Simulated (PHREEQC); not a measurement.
**Spent oxide etchant: an equilibrium model**

Consider water at 25 °C with 0.15 mol NH4HF2, 0.012 mol H2SiF6, 0.057 mol HBF4 and 0.00013 mol H2SO4 per kg of water. Closed to the air; pH follows from the charge balance.

The numbers come from PHREEQC with the ion-association model, phreeqc.dat.

No solid was allowed to form.

### Question
Estimate the pH, activity of water, ionic strength.

### Answer
pH 2.36; activity of water 0.992; ionic strength 0.168 mol/kgw.

### Question
In which forms is F present?

### Answer
BF4- 38 %, HF 32 %, SiF6-2 12 %, HF2- 11 %, F- 7.1 % of the F.

Species that the database lacks are ignored. SiF6-2 is the database's only silicon fluoride. Real BF4- forms and hydrolyses slowly; the run takes it at equilibrium.
